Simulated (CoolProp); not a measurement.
A simple Rankine cycle with R11: condensing at 292.15 K, boiler at 1.33 MPa, turbine inlet 402.1 K, turbine efficiency 0.6, pump efficiency 0.6, no recuperator. Each further row changes one setting.

Model: reference Helmholtz-energy equation of state, Jacobsen 1992, in CoolProp.

| case | thermal efficiency (%) | net work (kJ/kg) | heat in (kJ/kg) | turbine exit temperature (K) | volume ratio over the turbine |
|---|---|---|---|---|---|
| as stated | 12.6 | 29.5 | 234 | 327.6 | 15.7 |
| turbine inlet 422.1 K | [?] | [?] | [?] | 348.8 | 15.2 |
| condensing temperature 284.15 K | [?] | 32.6 | 241 | 321.9 | [?] |
| boiler pressure 0.931 MPa | 11.5 | 27.7 | 241 | [?] | 10.5 |
| turbine efficiency 0.5 | 10.4 | 24.4 | 234 | [?] | 16.1 |

Question: Fill in the missing entries.

Answer: 
- turbine inlet 422.1 K, thermal efficiency (%): 12.8
- turbine inlet 422.1 K, net work (kJ/kg): 32.0
- turbine inlet 422.1 K, heat in (kJ/kg): 250
- condensing temperature 284.15 K, thermal efficiency (%): 13.5
- condensing temperature 284.15 K, volume ratio over the turbine: 20.9
- boiler pressure 0.931 MPa, turbine exit temperature (K): 341.4
- turbine efficiency 0.5, turbine exit temperature (K): 336.1
